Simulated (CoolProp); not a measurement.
Computed with CoolProp (reference Helmholtz-energy equation of state, Schmidt 1985). Above 300 K oxygen's equation is extrapolated.

Task: For oxygen, give the phase and the cp (kJ/(kg K)), cv (kJ/(kg K)), speed of sound (m/s) at 240 K and 0.101 MPa; 267.5 K and 0.101 MPa.

Result: 
- 240 K and 0.101 MPa: gas; cp 0.915, cv 0.652, speed of sound 295
- 267.5 K and 0.101 MPa: gas; cp 0.916, cv 0.655, speed of sound 312
